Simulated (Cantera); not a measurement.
**Reactions in the system C-Cl-F-Si**

Standard-state values (1 bar) from the NASA 1993 polynomials, evaluated with Cantera. Values are per mole of reaction as written; species without (g) are pure solids or liquids, kept so even where they would boil at 1 bar. The tables' values for C2F4, SiF2 are old estimates.

12 Cl(g) + Si2C(g) + C2F4(g) = 2 SiF2(g) + 3 CCl4(g)

| T (K) | ΔH° (kJ) | ΔS° (J/K) | ΔG° (kJ) | log10 K |
|---|---|---|---|---|
| 450 | -2802.2 | -1099.1 | -2307.7 | 267.86 |
| 650 | -2808.6 | -1110.8 | -2086.6 | 167.67 |
| 850 | -2813.7 | -1117.7 | -1863.6 | 114.52 |
| 1050 | -2817.9 | -1122.1 | -1639.6 | 81.57 |
| 1250 | -2821.4 | -1125.2 | -1414.9 | 59.12 |
| 1450 | -2824.4 | -1127.5 | -1189.6 | 42.85 |
| 1650 | -2827.1 | -1129.2 | -963.9 | 30.52 |
| 1850 | -2829.4 | -1130.5 | -738.0 | 20.84 |
| 2050 | -2831.6 | -1131.6 | -511.8 | 13.04 |
| 2250 | -2833.6 | -1132.6 | -285.3 | 6.62 |

SiF4(g) + 2 C2F4(g) = Si(g) + 4 CF3(g)

```json
[
 {"T (K)": "450", "ΔH° (kJ)": "1498.7", "ΔS° (J/K)": "339.4", "ΔG° (kJ)": "1346.0", "log10 K": "-156.23"},
 {"T (K)": "650", "ΔH° (kJ)": "1495.5", "ΔS° (J/K)": "333.5", "ΔG° (kJ)": "1278.7", "log10 K": "-102.76"},
 {"T (K)": "850", "ΔH° (kJ)": "1492.2", "ΔS° (J/K)": "329.2", "ΔG° (kJ)": "1212.4", "log10 K": "-74.51"},
 {"T (K)": "1050", "ΔH° (kJ)": "1488.8", "ΔS° (J/K)": "325.6", "ΔG° (kJ)": "1147.0", "log10 K": "-57.06"},
 {"T (K)": "1250", "ΔH° (kJ)": "1485.3", "ΔS° (J/K)": "322.5", "ΔG° (kJ)": "1082.2", "log10 K": "-45.22"},
 {"T (K)": "1450", "ΔH° (kJ)": "1481.7", "ΔS° (J/K)": "319.8", "ΔG° (kJ)": "1018.0", "log10 K": "-36.67"},
 {"T (K)": "1650", "ΔH° (kJ)": "1478.0", "ΔS° (J/K)": "317.4", "ΔG° (kJ)": "954.2", "log10 K": "-30.21"},
 {"T (K)": "1850", "ΔH° (kJ)": "1474.3", "ΔS° (J/K)": "315.3", "ΔG° (kJ)": "891.0", "log10 K": "-25.16"},
 {"T (K)": "2050", "ΔH° (kJ)": "1470.6", "ΔS° (J/K)": "313.4", "ΔG° (kJ)": "828.1", "log10 K": "-21.10"},
 {"T (K)": "2250", "ΔH° (kJ)": "1466.9", "ΔS° (J/K)": "311.7", "ΔG° (kJ)": "765.6", "log10 K": "-17.77"}
]
```

SiF2(g) = F2(g) + Si(g)

```tsv
T (K)	ΔH° (kJ)	ΔS° (J/K)	ΔG° (kJ)	log10 K
450	1038.9	117.0	986.2	-114.48
650	1039.7	118.5	962.6	-77.36
850	1040.2	119.2	938.9	-57.69
1050	1040.6	119.7	915.0	-45.52
1250	1041.1	120.0	891.0	-37.23
1450	1041.5	120.4	867.0	-31.23
1650	1042.1	120.7	842.8	-26.68
1850	1042.6	121.1	818.7	-23.11
2050	1043.2	121.4	794.4	-20.24
2250	1043.9	121.7	770.1	-17.88
```

Si(g) + 4 CF3(g) = SiF4(g) + 4 CF2(g)

```tsv
T (K)	ΔH° (kJ)	ΔS° (J/K)	ΔG° (kJ)	log10 K
450	-911.1	20.0	-920.0	106.79
650	-911.1	19.9	-924.1	74.26
850	-912.0	18.7	-927.9	57.02
1050	-913.4	17.3	-931.5	46.34
1250	-915.1	15.8	-934.8	39.06
1450	-917.0	14.4	-937.8	33.78
1650	-919.1	13.0	-940.6	29.78
1850	-921.4	11.7	-943.0	26.63
2050	-923.8	10.5	-945.3	24.09
2250	-926.3	9.3	-947.2	21.99
```
